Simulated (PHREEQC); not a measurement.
Solution (85 °C): 0.001 mol HCl and 0.0025 mol MnCl2 per kg of water. Closed to the air; pH follows from the charge balance.

All values are PHREEQC results (ion-association model, phreeqc.dat), not measurements.

No solid was allowed to form.

Q: Estimate the pH, specific conductance.

A: pH 3.04; specific conductance 2580 µS/cm.

Q: In which forms is Mn present?

A: Mn+2 98 %, MnCl+ 1.6 % of the Mn.

At this temperature some constants are extrapolated from 25 °C, and those without enthalpy data are left unchanged.
